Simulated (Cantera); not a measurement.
# Iron carbonyl, mercury and lead vapours: Hg + O2 + H2

Feed: 1 mol Hg, a varied amount of O2, 0.1 mol H2, held at 600 K and 1 atm.

Method: chemical equilibrium by Gibbs-energy minimisation in Cantera with the NASA 1993 tables (ideal gas, pure condensed phases). Candidate condensed phases: H2O, Hg, HgO; 10 gas species. Equilibrium is a limit: real reactors are often held back by kinetics, nucleation or transport.

| n(O2) (mol) | log p O2 | log p Hg | log p H2O | n Hg(l) | n HgO(s) |
|---|---|---|---|---|---|
| 0.065 | -4.59 | -0.24 | -0.35 | 0.842 | 0.0300 |
| 0.086 | -4.59 | -0.24 | -0.35 | 0.800 | 0.0720 |
| 0.11 | -4.59 | -0.24 | -0.35 | 0.752 | 0.120 |
| 0.15 | -4.59 | -0.24 | -0.35 | 0.672 | 0.200 |
| 0.2 | -4.59 | -0.24 | -0.35 | 0.572 | 0.300 |
| 0.27 | -4.59 | -0.24 | -0.35 | 0.432 | 0.440 |
| 0.36 | -4.59 | -0.24 | -0.35 | 0.252 | 0.620 |
| 0.48 | -4.59 | -0.24 | -0.35 | 0.0117 | 0.860 |
| 0.63 | -0.35 | -2.37 | -0.25 | 0 | 0.999 |
| 0.84 | -0.12 | -2.48 | -0.59 | 0 | 0.999 |
| 1.1 | -0.07 | -2.51 | -0.81 | 0 | 0.998 |
| 1.5 | -0.04 | -2.52 | -1.02 | 0 | 0.997 |
log p: log10 of the partial pressure in bar; n: condensed amount in mol.

From 0.065 mol O2 to 0.48 mol O2 the condensed part is Hg(l) + HgO(s). From 0.63 mol O2 to 1.5 mol O2 the condensed part is HgO(s). The main Hg-bearing gas is Hg throughout.
